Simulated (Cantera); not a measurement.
N2O furnace oxynitridation

An isothermal, constant-pressure homogeneous reactor starts with 17.2 % N2O, 0.309 % H2, 82.5 % N2, at 1600 K and 66.8 Torr.

Cantera simulation using GRI-Mech 3.0 (53 species, 325 reactions); the numbers are that mechanism's predictions, not measurements. GRI-Mech 3.0 was tuned for natural gas; its chemistry of N2O as a main component is partial and can be far from experiment. The temperature is held fixed by assumption; the heat of reaction is taken as removed at once.

```csv
t (s),x N2O,x H2,x NO,x O,x H2O2,x N2
0.000400,0.170,0.00255,0.000205,0.000103,6.60e-9,0.826
0.00107,0.167,0.00122,0.000691,0.000126,9.81e-9,0.828
0.00286,0.161,0.000196,0.00186,0.000147,6.56e-9,0.831
0.00765,0.148,6.94e-6,0.00483,0.000152,2.87e-9,0.837
0.0205,0.119,1.31e-6,0.0116,0.000149,1.47e-9,0.849
0.0547,0.0680,1.58e-6,0.0233,0.000140,8.46e-10,0.871
0.146,0.0161,2.08e-6,0.0341,0.000120,5.77e-10,0.893
0.391,0.000676,9.58e-7,0.0368,4.49e-5,2.37e-10,0.901
1.05,2.43e-6,2.64e-7,0.0368,1.21e-5,7.47e-11,0.901
2.80,4.55e-7,2.61e-7,0.0368,1.20e-5,7.40e-11,0.901
7.48,4.53e-7,2.61e-7,0.0367,1.20e-5,7.41e-11,0.901
20.0,4.48e-7,2.61e-7,0.0365,1.20e-5,7.41e-11,0.901
```
x: mole fraction; the columns are a selection and need not sum to one.

Equilibrium at this temperature and pressure: N2O 2.45e-8, H2 2.28e-7, NO 0.00127, O 1.36e-5, H2O2 8.40e-11, N2 0.919 (gas phase only).
